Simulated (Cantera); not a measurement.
What does this Cantera script print?

```python
import numpy as np
import cantera as ct

gas_names = [...]  # 136 gases of nasa_gas.yaml made of C, H, N, O
cond_names = """
    C(gr) C6H6(L) C7H8(L) C8H18(L),n-octa H2O(s) H2O(L)
""".split()


# ... load() reads the species with a 1 bar reference pressure and builds the phases ...
atoms = {
    'acetone': {'C': 3, 'H': 6, 'O': 1},
    'H2O': {'H': 2, 'O': 1},
    'N2': {'N': 2},
    'O2': {'O': 2},
}
top_T = {'C(gr)': 4500}  # K; cautious upper limits of use, not melting points


# ... equilibrate(T, P, feed) seeds the gas with the atoms and calls Mixture.equilibrate('TP', solver="vcs", rtol=1e-11, max_steps=5000) ...
results = []
feed = {'acetone': 1, 'H2O': 0.41, 'N2': 15, 'O2': 0.39}  # mol
P = 1800  # Pa
for T in [823, 923, 1023, 1123, 1223, 1323, 1423, 1523, 1623]:
    mix = equilibrate(T, P, feed)
    results.append((T, P, feed, dict(zip(mix.species_names, mix.species_moles))))
    x = sorted(zip(gas.X, gas.species_names), reverse=True)
    print(f"T = {T:g} K  P = {P:g} Pa  gas = {mix.phase_moles(0):.4g} mol")
    print("   x: " + "  ".join(f"{s} {v:.3e}" for v, s in x if v > 1e-06))
    print("   condensed (mol): " + ("  ".join(f"{mix.phase(i).name} {mix.phase_moles(i):.4g}"
          for i in range(1, mix.n_phases) if mix.phase_moles(i) > 1e-12) or "none"))
```

Result:

```
T = 823 K  P = 1800 Pa  gas = 20.38 mol
   x: N2 7.361e-01  H2 1.630e-01  CO 9.001e-02  CO2 6.983e-03  H2O 3.495e-03  CH4 4.459e-04  NH3 2.423e-06
   condensed (mol): C(gr) 1.014
T = 923 K  P = 1800 Pa  gas = 20.57 mol
   x: N2 7.290e-01  H2 1.650e-01  CO 1.047e-01  CO2 6.227e-04  H2O 4.804e-04  CH4 1.140e-04  NH3 1.041e-06
   condensed (mol): C(gr) 0.8303
T = 1023 K  P = 1800 Pa  gas = 20.6 mol
   x: N2 7.283e-01  H2 1.654e-01  CO 1.061e-01  H2O 8.646e-05  CO2 7.248e-05  CH4 3.694e-05  HCN 2.582e-06
   condensed (mol): C(gr) 0.8125
T = 1123 K  P = 1800 Pa  gas = 20.6 mol
   x: N2 7.282e-01  H2 1.655e-01  CO 1.063e-01  H2O 2.089e-05  CH4 1.447e-05  CO2 1.227e-05  HCN 1.039e-05
   condensed (mol): C(gr) 0.8102
T = 1223 K  P = 1800 Pa  gas = 20.6 mol
   x: N2 7.281e-01  H2 1.655e-01  CO 1.063e-01  HCN 3.322e-05  CH4 6.569e-06  H2O 6.362e-06  CO2 2.798e-06
   condensed (mol): C(gr) 0.8094
T = 1323 K  P = 1800 Pa  gas = 20.6 mol
   x: N2 7.281e-01  H2 1.655e-01  CO 1.063e-01  HCN 8.891e-05  H 4.808e-06  CH4 3.350e-06  H2O 2.321e-06
   condensed (mol): C(gr) 0.8081
T = 1423 K  P = 1800 Pa  gas = 20.6 mol
   x: N2 7.280e-01  H2 1.654e-01  CO 1.063e-01  HCN 2.069e-04  H 2.014e-05  HNC 2.683e-06  CH4 1.876e-06
   condensed (mol): C(gr) 0.8056
T = 1523 K  P = 1800 Pa  gas = 20.6 mol
   x: N2 7.279e-01  H2 1.653e-01  CO 1.063e-01  HCN 4.302e-04  H 7.003e-05  HNC 7.815e-06  C2H2,acetylene 1.953e-06  CH4 1.132e-06
   condensed (mol): C(gr) 0.8009
T = 1623 K  P = 1800 Pa  gas = 20.6 mol
   x: N2 7.277e-01  H2 1.650e-01  CO 1.063e-01  HCN 8.160e-04  H 2.093e-04  HNC 1.991e-05  C2H2,acetylene 5.749e-06
   condensed (mol): C(gr) 0.7925
```

These are equilibrium values from Cantera (NASA tables, ideal gas, pure condensed phases), not measurements of a reactor. The feed counts by its element totals alone.
